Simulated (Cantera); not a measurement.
Input: 1 mol SiH4, 0.95 mol N2, 44 mol NH3, equilibrated at 0.133 bar.

Equilibrium computed with Cantera from the NASA thermochemical tables; the gas is ideal and each condensed phase is pure. Candidate condensed phases: Si, Si3N4; 18 gas species. Gases not in the tables: Si2H6 and higher silanes. Rates play no part.

Which condensed phases are stable at each of these points (T (°C)): 527, 627, 727, 827, 927, 1027, 1127, 1227, 1327, 1427, 1527, 1627, 1727?


```json
[
 {"T (°C)": "527", "condensed phases": "Si3N4(s)", "Si condensed (%)": "100.0"},
 {"T (°C)": "627", "condensed phases": "Si3N4(s)", "Si condensed (%)": "100.0"},
 {"T (°C)": "727", "condensed phases": "Si3N4(s)", "Si condensed (%)": "100.0"},
 {"T (°C)": "827", "condensed phases": "Si3N4(s)", "Si condensed (%)": "100.0"},
 {"T (°C)": "927", "condensed phases": "Si3N4(s)", "Si condensed (%)": "100.0"},
 {"T (°C)": "1027", "condensed phases": "Si3N4(s)", "Si condensed (%)": "100.0"},
 {"T (°C)": "1127", "condensed phases": "Si3N4(s)", "Si condensed (%)": "100.0"},
 {"T (°C)": "1227", "condensed phases": "Si3N4(s)", "Si condensed (%)": "100.0"},
 {"T (°C)": "1327", "condensed phases": "Si3N4(s)", "Si condensed (%)": "100.0"},
 {"T (°C)": "1427", "condensed phases": "Si3N4(s)", "Si condensed (%)": "100.0"},
 {"T (°C)": "1527", "condensed phases": "Si3N4(s)", "Si condensed (%)": "99.8"},
 {"T (°C)": "1627", "condensed phases": "Si(l)", "Si condensed (%)": "98.3"},
 {"T (°C)": "1727", "condensed phases": "Si(l)", "Si condensed (%)": "95.1"}
]
```

From 527 °C to 1527 °C the condensed part is Si3N4(s). From 1627 °C to 1727 °C the condensed part is Si(l).
